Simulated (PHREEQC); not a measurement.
Dissolve 0.047 mol/kgw CaCl2, 0.00012 mol/kgw Na2HPO4 and 0.0016 mol/kgw H4SiO4 at 25 °C. Closed to the air; pH follows from the charge balance.

Computed with PHREEQC (ion-association model, phreeqc.dat).

| quantity | before | after |
|---|---|---|
| pH | 7.32 | 7.39 |
| H3SiO4- (mol/kgw) | 6.87e-6 | 3.70e-6 |
| SI of SiO2(a) (SiO2) | -0.07 | -0.38 |

**Question.** Name the change that produced these shifts.
(A) CaCl2 from 0.047 to 0.0705 mol/kgw
(B) diluted 2-fold with water
(C) Na2HPO4 from 0.00012 to 0.00018 mol/kgw
(D) CaCl2 replaced by (CH3)4NCl at the same molality
(E) Na2HPO4 left out

**Answer.** B, diluted 2-fold with water

Precipitation was switched off in this run. Some of these states are supersaturated (in Hydroxyapatite, Quartz (slow to form), for instance).
